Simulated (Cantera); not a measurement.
Mixture: H₂ : O₂ : N₂ = 1 : 0.357 : 1.34 (molar parts), equivalence ratio 1.4, at 7500 Torr, adiabatic and at constant volume. Ignition delay is the time to a rise of 400 K.

Model: GRI-Mech 3.0 (53 species, 325 reactions), integrated in Cantera. The hydrogen kinetics of GRI-Mech 3.0 are dated; newer H2 mechanisms differ, most at raised pressure. Below about 950 K walls govern HO2 and H2O2 in real vessels.

Problem. Predict: delay at 925 K; delay at 1125 K; delay at 1325 K; delay at 1525 K; delay at 1725 K; apparent activation energy between 1525 and 1725 K.

Solution. 
```json
{
  "delay at 925 K": "44.0 ms",
  "delay at 1125 K": "0.418 ms",
  "delay at 1325 K": "3.93 µs",
  "delay at 1525 K": "1.29 µs",
  "delay at 1725 K": "0.719 µs",
  "apparent activation energy between 1525 and 1725 K": "64 kJ/mol"
}
```
